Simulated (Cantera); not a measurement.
## Ignition delay

Mixture: CH4 : H2 : O2 : N2 = 1 : 0.071 : 1.45 : 5.47 (molar parts), at 5.00 bar, adiabatic and at constant volume. Ignition delay is the time to a rise of 400 K.

Cantera simulation using GRI-Mech 3.0 (53 species, 325 reactions); the numbers are that mechanism's predictions, not measurements. Below about 1000 K GRI-Mech 3.0 lacks low-temperature oxidation paths.

| T0 (K) | delay (ms) |
|---|---|
| 950 | 82.8 |
| 1050 | 20.5 |
| 1150 | 7.79 |
| 1250 | 2.94 |
| 1350 | 1.09 |
| 1450 | 0.412 |
| 1550 | 0.165 |
| 1650 | 0.0709 |
| 1750 | 0.0335 |
| 1850 | 0.0173 |

```
Item                                                    Result
--------------------------------------------------  ----------
apparent activation energy between 1650 and 1850 K  180 kJ/mol
```
